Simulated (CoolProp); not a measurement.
A single-stage vapour-compression cycle with the fluid: evaporating at 301.15 K (dew point), condensing at 369.15 K (bubble point), superheat 0 K, subcooling 8 K, compressor efficiency 0.9, no pressure losses. The same conditions are run with several fluids, on thermodynamics alone (safety and materials aside).

Computed with CoolProp (reference Helmholtz-energy equation of state of each fluid (the fluoroketone C6F12O (FK-5-1-12): McLinden 2015; benzene: Thol 2012; R1336mzz(Z): McLinden 2020; dimethyl ether: Wu 2011; cis-2-butene: Lemmon 2005; R236FA: Pan 2012)).

```
fluid                                cooling COP  pressure ratio  discharge temperature (K)  refrigerating effect (kJ/kg)  volumetric capacity (kJ/m³)
-----------------------------------  -----------  --------------  -------------------------  ----------------------------  ---------------------------
the fluoroketone C6F12O (FK-5-1-12)         1.74            8.85                      369.1                          26.0                          156
benzene                                     3.41            11.1                      382.2                           321                          147
R1336mzz(Z)                           (withheld)            7.78                      369.1                          89.4                          507
dimethyl ether                              2.79            4.75                      384.3                    (withheld)                   (withheld)
cis-2-butene                          (withheld)            5.56                      371.5                           243                         1380
R236FA                                      2.34            5.92                      369.1                          63.5                   (withheld)
```

Some entries are withheld; supply them.


- R1336mzz(Z), cooling COP: 2.77
- dimethyl ether, refrigerating effect (kJ/kg): 235
- dimethyl ether, volumetric capacity (kJ/m³): 3170
- cis-2-butene, cooling COP: 3.00
- R236FA, volumetric capacity (kJ/m³): 1280

The compression ends wet for: the fluoroketone C6F12O (FK-5-1-12); R1336mzz(Z); R236FA.
